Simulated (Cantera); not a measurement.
Ignition delay

Mixture: CH₃OH : O₂ : N₂ = 1 : 1.58 : 6.79 (molar parts), equivalence ratio 0.95, at 4.20 bar, adiabatic and at constant pressure. Ignition delay is the time to a rise of 400 K.

Cantera simulation using GRI-Mech 3.0 (53 species, 325 reactions); the numbers are that mechanism's predictions, not measurements. GRI-Mech 3.0 was tuned for natural gas; its chemistry of methanol as a main component is partial and can be far from experiment.

| T0 (K) | delay (ms) |
|---|---|
| 1298 | 0.672 |
| 1348 | 0.348 |
| 1398 | 0.191 |
| 1448 | 0.111 |
| 1498 | 0.0681 |
| 1548 | 0.0436 |
| 1598 | 0.0290 |
| 1648 | 0.0200 |

- apparent activation energy between 1548 and 1648 K: 170 kJ/mol
